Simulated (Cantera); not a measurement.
Feed: 1 mol CS2, 1.7 mol H2O, equilibrated at 3075 K and 100 Torr.

Equilibrium computed with Cantera from the NASA thermochemical tables; the gas is ideal and each condensed phase is pure. Candidate condensed phases: C, C6H6, C7H8, C8H18, H2O, H2SO4, S; 123 gas species. Rates play no part.

Base state: H 0.229, CO 0.196, S 0.186, H2 0.179, SO 0.0797, S2 0.0468, SH 0.0305, H2O 0.0230 (mole fractions); condensed: gas only.

### Question
What changes in the equilibrium state with this change: pressure from 100 Torr to 5100 Torr?

### Answer
| species | before | after |
|---|---|---|
| H2 | 0.179 | 0.265 |
| CO | 0.196 | 0.241 |
| S2 | 0.0468 | 0.151 |
| H | 0.229 | 0.0390 |
| S | 0.186 | 0.0467 |
| H2S | 0.00125 | 0.0237 |
| H2O | 0.0230 | 0.0863 |
| CO2 | 0.00332 | 0.0104 |
| OH | 0.0103 | 0.00447 |
| SH | 0.0305 | 0.0667 |
| SO2 | 0.00699 | 0.0114 |
| SO | 0.0797 | 0.0509 |
| CS2 | 2.40e-7 | 1.92e-5 |
| O | 0.00803 | 0.000400 |
| COS | 5.87e-5 | 0.000930 |
| S2O | 0.000208 | 0.00171 |
